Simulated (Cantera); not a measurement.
Input: 1 mol CaCl2, 0.043 mol O2, 0.1 mol H2, equilibrated at 1502 °C and 77.0 Pa.

Equilibrium computed with Cantera from the NASA thermochemical tables; the gas is ideal and each condensed phase is pure. Candidate condensed phases: Ca, CaCl2, CaO, Ca(OH)2, H2O; 21 gas species. Condensed phases not in the tables: oxide chlorides. Equilibrium is a limit: real reactors are often held back by kinetics, nucleation or transport.

Base state: CaCl2 0.838, HCl 0.124, H2 0.0157, H2O 0.0118, Cl 0.00795, H 0.00131, CaCl 0.000580, OH 6.12e-5 (mole fractions); condensed: CaO(s).

Task: What changes in the equilibrium state with this change: temperature from 1502 °C to 725 °C?

Result: 
```
species          before    after
-------------  --------  -------
H2O              0.0118    0.797
H2               0.0157    0.135
HCl               0.124   0.0679
CaCl2             0.838  2.64e-5
Cl              0.00795  1.33e-8
CaCl           0.000580    <1e-9
CaO(s), mol      0.0729  0.00352
CaCl2(s), mol         0    0.996
```

Task: What changes in the equilibrium state with this change: O2 from 0.043 to 0.92 mol?

Result: 
```json
[
 {"species": "O2", "before": "1.32e-6", "after": "0.394"},
 {"species": "CaCl2", "before": "0.838", "after": "0.389"},
 {"species": "Cl", "before": "0.00795", "after": "0.127"},
 {"species": "H2", "before": "0.0157", "after": "2.39e-5"},
 {"species": "HCl", "before": "0.124", "after": "0.0772"},
 {"species": "H2O", "before": "0.0118", "after": "0.00979"},
 {"species": "ClO", "before": "4.63e-9", "after": "4.01e-5"},
 {"species": "O", "before": "3.97e-6", "after": "0.00217"},
 {"species": "Cl2", "before": "6.19e-7", "after": "0.000157"},
 {"species": "CaCl", "before": "0.000580", "after": "1.69e-5"},
 {"species": "CaO(s), mol", "before": "0.0729", "after": "0.208"}
]
```

Task: What changes in the equilibrium state with this change: pressure from 77.0 Pa to 13.3 mbar?

Result: 
```csv
species,before,after
CaCl2,0.838,0.842
HCl,0.124,0.129
H2,0.0157,0.0136
Cl,0.00795,0.00213
H2O,0.0118,0.0126
CaCl,0.000580,0.000126
H,0.00131,0.000292
OH,6.12e-5,1.69e-5
"CaO(s), mol",0.0729,0.0721
```
